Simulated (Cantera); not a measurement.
A perfectly stirred reactor is fed with CO : O2 : H2O : N2 = 0.0042 : 0.011 : 0.00013 : 1 (molar parts), equivalence ratio 0.19, at 3.80 bar; it is held at 1100 K, and followed from long to short residence time.

Detailed kinetics in Cantera: GRI-Mech 3.0 (53 species, 325 reactions).

x: mole fraction; the columns are a selection and need not sum to one.

```tsv
τ (s)	x CO	x O2	x H2O	x N2O	x CO2	x NO2	x HO2
4.3	0.00187	0.00971	0.000128	1.40e-6	0.00227	3.68e-8	4.51e-7
1.4	0.00295	0.0102	0.000127	7.81e-7	0.00119	7.50e-9	5.14e-7
0.43	0.00370	0.0106	0.000127	2.96e-7	0.000434	8.63e-10	5.12e-7
0.14	0.00401	0.0108	0.000128	9.12e-8	0.000126	7.37e-11	4.43e-7
0.043	0.00412	0.0108	0.000128	___	___	1.96e-12	___
0.014	0.00414	0.0108	0.000128	2.31e-10	___	<1e-12	___
0.0043	0.00414	0.0108	0.000128	2.95e-11	1.70e-8	<1e-12	7.30e-10
```

Problem. What belongs in the gaps?

Solution. 
- 0.043, x N2O: 1.69e-8
- 0.043, x CO2: 2.06e-5
- 0.043, x HO2: 2.48e-7
- 0.014, x CO2: 1.80e-7
- 0.014, x HO2: 5.71e-9
